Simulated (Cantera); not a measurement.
A Cantera script and its output.

```python
import numpy as np
import cantera as ct

gas = ct.Solution("gri30.yaml")
gas.TPX = 473, 120000, {'CH4': 1, 'C2H6': 0.24, 'O2': 3.42, 'N2': 12.9}
flame = ct.FreeFlame(gas, width=0.035)
flame.set_refine_criteria(ratio=3, slope=0.08, curve=0.16)
flame.transport_model = "mixture-averaged"
flame.solve(loglevel=0, auto=True)
flame.transport_model = "multicomponent"
flame.soret_enabled = True
flame.solve(loglevel=0, refine_grid=True)
z, T = flame.grid, flame.T
thick = (T[-1] - T[0]) / np.gradient(T, z).max()
show = ['CH4', 'C2H6', 'O2', 'CO2', 'H2O', 'NO2']
print(f"laminar burning velocity  {flame.velocity[0] * 100:.3f} cm/s")
print(f"burnt temperature         {T[-1]:.1f} K")
print(f"thermal thickness         {thick * 1e3:.4f} mm")
print(f"grid points               {len(z)}")
z0 = z[flame.heat_release_rate.argmax()]
print(f"{'z/mm':>9s}{'T/K':>9s}{'u/(m/s)':>9s}" + "".join(f"{s:>11s}" for s in show))
rows = []
for k in (-3, -2, -1.5, -1, -0.5, -0.25, 0, 0.25, 0.5, 1, 2, 4, 8):
    zz = z0 + k * thick
    rows.append([k * thick, np.interp(zz, z, T), np.interp(zz, z, flame.velocity),
                 *(np.interp(zz, z, flame.X[gas.species_index(s)]) for s in show)])
    print(f"{rows[-1][0] * 1e3:9.3f}{rows[-1][1]:9.1f}{rows[-1][2]:9.3f}" + "".join(f"{x:11.3e}" for x in rows[-1][3:]))
```

It prints:

```
laminar burning velocity  66.265 cm/s
burnt temperature         2168.6 K
thermal thickness         0.3477 mm
grid points               142
     z/mm      T/K  u/(m/s)        CH4       C2H6         O2        CO2        H2O        NO2
   -1.043    473.1    0.663  5.691e-02  1.366e-02  1.947e-01  2.281e-07  2.529e-05  7.558e-11
   -0.695    474.9    0.666  5.671e-02  1.366e-02  1.945e-01  5.184e-06  2.947e-04  1.460e-09
   -0.522    482.3    0.677  5.611e-02  1.364e-02  1.940e-01  3.640e-05  1.286e-03  8.928e-09
   -0.348    535.0    0.753  5.313e-02  1.345e-02  1.905e-01  4.154e-04  7.388e-03  7.422e-08
   -0.174    884.2    1.259  3.912e-02  9.963e-03  1.615e-01  5.364e-03  4.194e-02  1.982e-07
   -0.087   1266.4    1.823  2.346e-02  4.420e-03  1.242e-01  1.389e-02  7.887e-02  5.790e-08
    0.000   1642.5    2.384  6.178e-03  2.724e-04  8.029e-02  2.794e-02  1.168e-01  9.096e-09
    0.087   1800.2    2.611  4.322e-04  6.055e-07  5.572e-02  4.317e-02  1.328e-01  3.171e-09
    0.174   1856.0    2.680  1.478e-05  3.431e-10  4.750e-02  5.411e-02  1.357e-01  3.434e-09
    0.348   1925.3    2.764  3.466e-08  4.891e-15  4.240e-02  6.439e-02  1.373e-01  4.414e-09
    0.695   2005.4    2.865  4.872e-13 -5.333e-16  3.901e-02  7.061e-02  1.409e-01  6.544e-09
    1.391   2078.8    2.957  2.766e-15  4.200e-16  3.650e-02  7.478e-02  1.454e-01  1.113e-08
    2.782   2131.0    3.022  9.346e-17  9.042e-18  3.472e-02  7.825e-02  1.488e-01  1.923e-08
```

Computed with Cantera and GRI-Mech 3.0 (53 species, 325 reactions). Burning velocities carry a grid error of a few per cent, more on coarse grids.
